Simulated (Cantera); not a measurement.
A perfectly stirred reactor is fed with 70.4 % N₂O, 29.6 % O₂, at 0.0263 atm; it is held at 1348 K, and followed from long to short residence time.

Cantera simulation using GRI-Mech 3.0 (53 species, 325 reactions); the numbers are that mechanism's predictions, not measurements. GRI-Mech 3.0 was tuned for natural gas; its chemistry of N2O as a main component is partial and can be far from experiment. Radical loss at walls, strong at low pressure, is not modelled. The mechanism lacks the step 2 NO + O2 → 2 NO2, which can matter for NO2 below about 1400 K. The temperature is held fixed by assumption; the heat of reaction is taken as removed at once.

x: mole fraction; the columns are a selection and need not sum to one.

```
τ (s)    x N₂O   x O₂      x N₂      x NO      x O     x NO₂
-------  -----  -----  --------  --------  -------  --------
1.8      0.475  0.341     0.155    0.0290  1.39e-5   1.17e-5
0.76         ?  0.319         ?         ?  1.40e-5         ?
0.32     0.649  0.307    0.0377   0.00705  1.40e-5   2.31e-6
0.13     0.680  0.300    0.0161   0.00301  1.40e-5   7.75e-7
0.055    0.694  0.298   0.00692   0.00129  1.39e-5   2.25e-7
0.023    0.700  0.297         ?         ?  1.39e-5         ?
0.0097   0.702  0.296   0.00123  0.000227  1.37e-5   1.08e-8
0.0040   0.703  0.296  0.000500   9.12e-5  1.33e-5   1.90e-9
0.0017   0.704  0.296  0.000207   3.65e-5  1.25e-5  3.22e-10
0.00070  0.704  0.296   8.05e-5   1.31e-5  1.09e-5  4.47e-11
```

Question: Complete the blanks.

Answer: 
- 0.76, x N₂O: 0.585
- 0.76, x N₂: 0.0807
- 0.76, x NO: 0.0151
- 0.76, x NO₂: 5.63e-6
- 0.023, x N₂: 0.00291
- 0.023, x NO: 0.000543
- 0.023, x NO₂: 5.29e-8
